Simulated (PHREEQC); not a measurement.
Dissolve 0.0028 mol Cu(BF4)2, 6.9e-05 mol H2SO4 and 0.0032 mol Na2SO4 per kg of water at 20 °C. Closed to the air; pH follows from the charge balance.

Computed with PHREEQC (ion-association model, phreeqc.dat).

- pH: 2.97
- ionic strength: 0.0171 mol/kgw
- total alkalinity: -16.9 meq/kg

```json
[
 {"species": "Na+", "molality": "0.00634", "activity": "0.00559", "log γ": "-0.055"},
 {"species": "BF4-", "molality": "0.00389", "activity": "0.00342", "log γ": "-0.056"},
 {"species": "HF", "molality": "0.00278", "activity": "0.00279", "log γ": "0.002"},
 {"species": "SO4-2", "molality": "0.00261", "activity": "0.00158", "log γ": "-0.219"},
 {"species": "Cu+2", "molality": "0.00231", "activity": "0.00142", "log γ": "-0.211"},
 {"species": "F-", "molality": "0.00218", "activity": "0.00191", "log γ": "-0.058"},
 {"species": "H+", "molality": "0.00119", "activity": "0.00106", "log γ": "-0.048"},
 {"species": "H3BO3", "molality": "0.00105", "activity": "0.00106", "log γ": "0.002"},
 {"species": "BF3OH-", "molality": "0.000466", "activity": "0.000410", "log γ": "-0.056"},
 {"species": "CuSO4", "molality": "0.000440", "activity": "0.000442", "log γ": "0.002"},
 {"species": "BF2(OH)2-", "molality": "0.000191", "activity": "0.000168", "log γ": "-0.056"},
 {"species": "HSO4-", "molality": "0.000167", "activity": "0.000147", "log γ": "-0.056"},
 {"species": "CuF+", "molality": "5.37e-5", "activity": "4.72e-5", "log γ": "-0.056"}
]
```

This is a speciation only: nothing precipitates in the calculation. Species that the database lacks are ignored. Real BF4- forms and hydrolyses slowly; the run takes it at equilibrium.
